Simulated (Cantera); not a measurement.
Input (Python, Cantera) and output of one run.

```python
import numpy as np
import cantera as ct

gas_names = """
    CL CL2 Mg MgCL MgCL2 MgN Mg2 N N2
""".split()
cond_names = """
    Mg(cr) Mg(L) MgCL2(s) MgCL2(L)
""".split()


def load(file, names, dense=False):
    # The tables refer to 1 bar. Condensed volumes are neglected.
    table = {s.name: s for s in ct.Species.list_from_file(file)}
    out = []
    for n in names:
        d = dict(table[n].input_data)
        d["thermo"] = dict(d["thermo"], **{"reference-pressure": 1e5})
        if dense:
            d["equation-of-state"] = {"model": "constant-volume", "density": "1e6 g/cm^3"}
        out.append(ct.Species.from_dict(d))
    return out


gas = ct.Solution(thermo="ideal-gas", species=load("nasa_gas.yaml", gas_names))
cond = {s.name: ct.Solution(thermo="fixed-stoichiometry", species=[s], name=s.name)
        for s in load("nasa_condensed.yaml", cond_names, dense=True)}
atoms = {
    'MgCl2': {'Mg': 1, 'CL': 2},
    'N2': {'N': 2},
}
top_T = {}  # K; cautious upper limits of use, not melting points


def equilibrate(T, P, feed):
    n = {}
    for name, mol in feed.items():
        for a, k in atoms[name].items():
            n[a] = n.get(a, 0.0) + k * mol
    gas.TPX = T, P, n
    mass = sum(n.values()) * gas.mean_molecular_weight
    gas.equilibrate("TP")
    valid = [c for c in cond.values() if c.min_temp <= T <= top_T.get(c.name, c.max_temp)]
    mix = ct.Mixture([(gas, mass / gas.mean_molecular_weight)] + [(c, 0.0) for c in valid])
    mix.T, mix.P = T, P
    mix.equilibrate("TP", solver="vcs", rtol=1e-11, max_steps=5000)
    return mix


results = []
feed = {'MgCl2': 1, 'N2': 100}  # mol
T = 1025  # K
P = 10000  # Pa
mix = equilibrate(T, P, feed)
results.append((T, P, feed, dict(zip(mix.species_names, mix.species_moles))))
print(gas.report(threshold=1e-06))
for i in range(1, mix.n_phases):
    print(f"{mix.phase(i).name:16s} {mix.phase_moles(i):12.5e} mol")
```

It prints:

```
       temperature   1025 K
          pressure   10000 Pa
           density   0.033135 kg/m^3
  mean mol. weight   28.239 kg/kmol
   phase of matter   gas

                          1 kg             1 kmol
                     ---------------   ---------------
          enthalpy        7.4524e+05        2.1044e+07  J
   internal energy        4.4344e+05        1.2522e+07  J
           entropy              8808        2.4872e+05  J/K
    Gibbs function       -8.2829e+06        -2.339e+08  J
 heat capacity c_p            1165.4             32909  J/K
 heat capacity c_v            870.95             24594  J/K

                      mass frac. Y      mole frac. X     chem. pot. / RT
                     ---------------   ---------------   ---------------
             MgCL2          0.011267         0.0033418            -91.14
                N2           0.98873           0.99666           -27.232
     [   +7 minor]        9.4003e-10        5.8374e-10

Mg(L)             0.00000e+00 mol
MgCL2(L)          6.64701e-01 mol
```

These are equilibrium values from Cantera (NASA tables, ideal gas, pure condensed phases), not measurements of a reactor.
